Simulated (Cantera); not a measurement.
Source: NASA polynomial tables (part measured, part estimated), evaluated in Cantera. Values are per mole of reaction as written; species without (g) are pure solids or liquids, kept so even where they would boil at 1 bar. TaC: taken at fixed stoichiometry.

Q: Between 300 and 1950 K, where is each reaction favourable under standard conditions?
- 2 Ta + C₂H₂(g) → 2 TaC + H₂(g)
- Ta + 3 C₃H₈(g) → 4 C₂H₆(g) + TaC

A: 
- 2 Ta + C₂H₂(g) → 2 TaC + H₂(g): ΔG° is -496 kJ at 300 K and -402 kJ at 1950 K; it stays negative (K > 1). ΔH° is -502 kJ and ΔS° -51 J/K at 1950 K.
- Ta + 3 C₃H₈(g) → 4 C₂H₆(g) + TaC: ΔG° is -198 kJ at 300 K and -359 kJ at 1950 K; it stays negative (K > 1). ΔH° is -179 kJ and ΔS° 92 J/K at 1950 K.
